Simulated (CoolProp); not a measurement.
Fluoroethane (R161) at 273.26 K and 1.28 MPa is throttled through a valve to 0.794 MPa with no heat exchange. Each further row changes one setting.

The numbers come from the reference Helmholtz-energy equation of state, Wu 2012 in CoolProp.

```json
[
 {"case": "as stated", "temperature change (K)": "+0.1", "final phase": "liquid", "final density (kg/m³)": "759"},
 {"case": "outlet pressure 0.238 MPa", "temperature change (K)": "-17.2", "final phase": "two-phase, vapour fraction 0.091", "final density (kg/m³)": "58.9"},
 {"case": "outlet pressure 1.03 MPa", "temperature change (K)": "+0.1", "final phase": "liquid", "final density (kg/m³)": "760"}
]
```
